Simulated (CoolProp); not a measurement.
Saturation properties of R1234ze(Z).

Model: reference Helmholtz-energy equation of state, Akasaka 2019, in CoolProp.

| T (K) | p (MPa) | vapour density (kg/m³) | enthalpy of vaporisation (kJ/kg) | liquid cp (kJ/(kg K)) | surface tension (mN/m) |
|---|---|---|---|---|---|
| 332.9 | 0.5134 | 24.82 | 182.3 | 1.390 | 8.60 |
| 338.6 | 0.5974 | 28.93 | 177.7 | 1.413 | 7.94 |
| 344.3 | 0.6915 | 33.60 | 173.0 | 1.438 | 7.29 |
| 349.9 | 0.7944 | 38.82 | 168.0 | 1.464 | 6.67 |
| 355.6 | 0.9105 | 44.85 | 162.8 | 1.493 | 6.04 |
| 361.2 | 1.037 | 51.59 | 157.3 | 1.526 | 5.44 |
| 366.9 | 1.178 | 59.41 | 151.4 | 1.563 | 4.83 |
| 372.6 | 1.334 | 68.37 | 145.1 | 1.607 | 4.25 |
| 378.2 | 1.502 | 78.49 | 138.4 | 1.658 | 3.68 |
| 383.9 | 1.688 | 90.43 | 131.1 | 1.721 | 3.12 |
| 389.6 | 1.892 | 104.4 | 123.2 | 1.801 | 2.58 |

It boils at 282.9 K under 1 atm.

Surface tension comes from a separate correlation (Kondou 2015).
